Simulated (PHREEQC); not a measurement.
Make-up at 25 °C: 0.04 mol HF and 0.014 mol (CH3)4NF per kg of water. Closed to the air; pH follows from the charge balance.

Equilibrium calculation in PHREEQC: ion-association model, phreeqc.dat.

Precipitation was switched off in this run.

**Question.** Order these F species by the share of F that they hold, largest first: HF2-, F-, HF.

**Answer.** HF (66 %), F- (26 %), HF2- (7.2 %)

The pH is 2.71 and the ionic strength 0.0162 mol/kgw. (CH3)4N+ isn't in the database: it is added as a free cation with an ion size of 4 Å.
